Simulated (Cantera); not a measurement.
An isothermal, constant-pressure homogeneous reactor starts with NO : N2 = 1 : 0.62 (molar parts), at 1750 K and 1.01 bar. Integrator tolerance rtol = 1e-08.

Detailed kinetics in Cantera: GRI-Mech 3.0 (53 species, 325 reactions).

Q: What does this change do: pressure from 1.01 bar to 10.00 Torr?

A: 
```
quantity                                            before                                     after
----------------  ----------------------------------------  ----------------------------------------
x(NO) at 8.00 s      0.226 (gas-phase equilibrium 0.00396)     0.602 (gas-phase equilibrium 0.00396)
x(N2O) at 8.00 s   1.99e-5 (gas-phase equilibrium 2.16e-7)  0.000121 (gas-phase equilibrium 2.48e-8)
x(N2) at 8.00 s        0.578 (gas-phase equilibrium 0.689)       0.390 (gas-phase equilibrium 0.689)
x(O2) at 8.00 s        0.195 (gas-phase equilibrium 0.307)     0.00752 (gas-phase equilibrium 0.306)
x(NO2) at 8.00 s  0.000613 (gas-phase equilibrium 1.34e-5)   3.68e-5 (gas-phase equilibrium 1.54e-6)
x(O) at 8.00 s     3.33e-5 (gas-phase equilibrium 4.14e-5)  9.84e-5 (gas-phase equilibrium 0.000361)
```
Radical loss at walls, strong at low pressure, is not modelled.

Q: What does this change do: N2 0.62 to 6.2 parts?

A: 
```csv
quantity,before,after
x(NO) at 8.00 s,0.226 (gas-phase equilibrium 0.00396),0.100 (gas-phase equilibrium 0.00217)
x(N2O) at 8.00 s,1.99e-5 (gas-phase equilibrium 2.16e-7),4.14e-6 (gas-phase equilibrium 1.38e-7)
x(N2) at 8.00 s,0.578 (gas-phase equilibrium 0.689),0.880 (gas-phase equilibrium 0.929)
x(O2) at 8.00 s,0.195 (gas-phase equilibrium 0.307),0.0192 (gas-phase equilibrium 0.0683)
x(NO2) at 8.00 s,0.000613 (gas-phase equilibrium 1.34e-5),8.71e-5 (gas-phase equilibrium 3.48e-6)
x(O) at 8.00 s,3.33e-5 (gas-phase equilibrium 4.14e-5),1.07e-5 (gas-phase equilibrium 1.95e-5)
```

Q: What does this change do: temperature 1750 to 1498 K?

A: 
```csv
quantity,before,after
x(NO) at 8.00 s,0.226 (gas-phase equilibrium 0.00396),0.566 (gas-phase equilibrium 0.00138)
x(N2O) at 8.00 s,1.99e-5 (gas-phase equilibrium 2.16e-7),0.000107 (gas-phase equilibrium 7.98e-8)
x(N2) at 8.00 s,0.578 (gas-phase equilibrium 0.689),0.408 (gas-phase equilibrium 0.691)
x(O2) at 8.00 s,0.195 (gas-phase equilibrium 0.307),0.0248 (gas-phase equilibrium 0.308)
x(NO2) at 8.00 s,0.000613 (gas-phase equilibrium 1.34e-5),0.00110 (gas-phase equilibrium 9.04e-6)
x(O) at 8.00 s,3.33e-5 (gas-phase equilibrium 4.14e-5),6.71e-7 (gas-phase equilibrium 2.19e-6)
```
